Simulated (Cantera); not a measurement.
Mixture: CH4 : O2 : N2 = 1 : 4 : 15 (molar parts), at 11300 Torr, adiabatic and at constant pressure. Ignition delay is the time to a rise of 400 K.

Computed with Cantera and GRI-Mech 3.0 (53 species, 325 reactions). The pressure lies above the range GRI-Mech 3.0 was tuned for (to about 10 atm).

**Question.** At T0 = 1450 K, what is the delay, and which 8 reactions control it most (d ln τ / d ln k, from doubling and halving each rate constant)?

**Answer.** The delay is 0.163 ms.
```json
[
 {"reaction": "2 CH3 (+M) <=> C2H6 (+M)", "d ln τ / d ln k": "0.46", "faster rate": "lengthens it"},
 {"reaction": "CH3 + O2 <=> CH3O + O", "d ln τ / d ln k": "-0.44", "faster rate": "shortens it"},
 {"reaction": "CH3 + HO2 <=> CH3O + OH", "d ln τ / d ln k": "-0.40", "faster rate": "shortens it"},
 {"reaction": "H + O2 <=> O + OH", "d ln τ / d ln k": "-0.29", "faster rate": "shortens it"},
 {"reaction": "CH4 + H <=> CH3 + H2", "d ln τ / d ln k": "0.20", "faster rate": "lengthens it"},
 {"reaction": "CH3 + O2 <=> CH2O + OH", "d ln τ / d ln k": "-0.19", "faster rate": "shortens it"},
 {"reaction": "CH2O + O2 <=> HCO + HO2", "d ln τ / d ln k": "-0.19", "faster rate": "shortens it"},
 {"reaction": "CH4 + OH <=> CH3 + H2O", "d ln τ / d ln k": "0.10", "faster rate": "lengthens it"}
]
```
